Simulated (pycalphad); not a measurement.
CALPHAD calculation (pycalphad, COST 507 light-alloy database (1999)), 1 atm. No gas phase is included, though pure Al would boil below 2850 K. These are 1990s assessments: newer ones move some temperatures and phases. Not assessed as a whole: an extrapolation from subsystems, which can miss ternary compounds. Diffusion is slow at the low end, where real alloys seldom reach equilibrium.

**Ti-0.5243Al-0.236C (wt.%): equilibrium cooling sequence**

```csv
T (K),phases above,phases below
1940.4,liquid,bcc + liquid
1938.9,bcc + liquid,bcc
1452.2,bcc,bcc + fcc
1188.1,bcc + fcc,bcc + hcp
1184.8,bcc + hcp,hcp
1142.7,hcp,fcc + hcp
```

Changes were sought between steps of 100 K, so a narrower field can be missed.

The fcc model also describes the rock-salt carbide or nitride (TiC, TiN, HfC).
